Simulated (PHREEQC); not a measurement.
Dissolve 0.0012 mol NaHCO3 and 0.00024 mol NaOH per kg of water at 25 °C. Closed to the air; pH follows from the charge balance.

Model: ion-association model, wateq4f.dat, run in PHREEQC.

```
quantity                   before    after
------------------------  -------  -------
pH                           9.57     8.27
ionic strength (mol/kgw)  0.00163  0.00121
```

### Question
What was changed between the two runs?
(A) NaHCO3 from 0.0012 to 0.012 mol/kgw
(B) NaHCO3 left out
(C) NaOH left out
(D) 3.7e-05 mol/kgw Ca(OH)2 added
(E) NaHCO3 from 0.0012 to 0.00108 mol/kgw

### Answer
C, NaOH left out

This is a speciation only: nothing precipitates in the calculation.
